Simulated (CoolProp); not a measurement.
The fluid at 420.89 K and 0.729 MPa flows at 0.35 m/s in a round tube of 1 mm bore and 45 µm roughness, fully developed (64/Re and Nu = 3.66 if laminar; Colebrook and Gnielinski if turbulent). The same conditions are run with several fluids, on thermodynamics alone (safety and materials aside).

The numbers come from the reference Helmholtz-energy equation of state of each fluid (cyclopentane: Gedanitz 2015; R142b: Lemmon 2006; propylene: Lemmon 2013; c-C4F8 (RC318): Platzer 1990; R13: Platzer 1990) in CoolProp. The equations of Platzer and Polt are older, rougher fits.

Question: Rank cyclopentane, R142b, propylene, c-C4F8 (RC318), R13 by Reynolds number, highest first.

Answer: c-C4F8 (RC318) (945), cyclopentane (543), R142b (528), R13 (395), propylene (260)

```
fluid           Darcy friction factor  pressure drop (Pa/m)  heat-transfer coefficient (W/(m² K))  mass flow (kg/h)
--------------  ---------------------  --------------------  ------------------------------------  ----------------
cyclopentane                    0.118                   119                                   102            0.0164
R142b                           0.121                   165                                  77.2            0.0220
propylene                       0.246                   137                                   119           0.00899
c-C4F8 (RC318)                 0.0677                   186                                  77.2            0.0442
R13                             0.162                   220                                  77.4            0.0220
```

Transport values come from each fluid's own correlations; those of cyclopentane, R142b, propylene, c-C4F8 (RC318), R13 are estimates that may be off by 10 % or more.
